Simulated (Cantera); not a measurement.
Iron carbonyl, mercury and lead vapours: PbO + H2

Feed: 1 mol PbO, 1.9 mol H2, held at 1525 K.

Cantera equilibrium calculation (NASA polynomials, part measured and part estimated; ideal gas, pure solids and liquids). Candidate condensed phases: H2O, Pb, PbO, PbO2, Pb3O4; 12 gas species. Equilibrium is a limit: real reactors are often held back by kinetics, nucleation or transport.

```json
[
 {"P (Pa)": "10", "x H2O": "0.344", "x H2": "0.310", "x Pb": "0.344", "x H": "0.00132", "n Pb(l)": "0"},
 {"P (Pa)": "42", "x H2O": "0.345", "x H2": "0.310", "x Pb": "0.345", "x H": "0.000643", "n Pb(l)": "0"},
 {"P (Pa)": "180", "x H2O": "0.345", "x H2": "0.310", "x Pb": "0.345", "x H": "0.000311", "n Pb(l)": "0"},
 {"P (Pa)": "750", "x H2O": "0.345", "x H2": "0.310", "x Pb": "0.345", "x H": "0.000152", "n Pb(l)": "0"},
 {"P (Pa)": "3200", "x H2O": "0.345", "x H2": "0.310", "x Pb": "0.345", "x H": "7.37e-5", "n Pb(l)": "0"},
 {"P (Pa)": "13000", "x H2O": "0.400", "x H2": "0.360", "x Pb": "0.239", "x H": "3.94e-5", "n Pb(l)": "0.401"},
 {"P (Pa)": "56000", "x H2O": "0.497", "x H2": "0.447", "x Pb": "0.0556", "x H": "2.11e-5", "n Pb(l)": "0.888"},
 {"P (Pa)": "240000", "x H2O": "0.519", "x H2": "0.468", "x Pb": "0.0130", "x H": "1.04e-5", "n Pb(l)": "0.975"},
 {"P (Pa)": "1000000", "x H2O": "0.525", "x H2": "0.472", "x Pb": "0.00311", "x H": "5.14e-6", "n Pb(l)": "0.994"}
]
```
x: gas mole fraction; n: condensed amount in mol.

From 10.0 Pa to 32.0 mbar nothing is condensed. From 0.130 bar to 10.0 bar the condensed part is Pb(l). The main Pb-bearing gas is Pb throughout.
